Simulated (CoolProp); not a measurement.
The fluid at 298.15 K and 2.49 MPa is throttled through a valve to 0.479 MPa with no heat exchange. The same conditions are run with several fluids, on thermodynamics alone (safety and materials aside).

Model: reference Helmholtz-energy equation of state of each fluid (propylene: Lemmon 2013; n-undecane: Aleksandrov 2011; carbonyl sulfide: Lemmon 2006; tetradecamethylhexasiloxane (MD4M): Thol 2019; fluoroethane (R161): Wu 2012), in CoolProp.

```tsv
fluid	temperature change (K)	final phase	final density (kg/m³)
propylene	-31.5	two-phase, vapour fraction 0.205	(withheld)
n-undecane	+0.9	liquid	(withheld)
carbonyl sulfide	-34.9	two-phase, vapour fraction 0.164	(withheld)
tetradecamethylhexasiloxane (MD4M)	+0.9	liquid	886
fluoroethane (R161)	(withheld)	two-phase, vapour fraction 0.132	77.3
```

Task: Complete the blanks.

Result: 
- propylene, final density (kg/m³): 46.4
- n-undecane, final density (kg/m³): 736
- carbonyl sulfide, final density (kg/m³): 81.9
- fluoroethane (R161), temperature change (K): -22.2
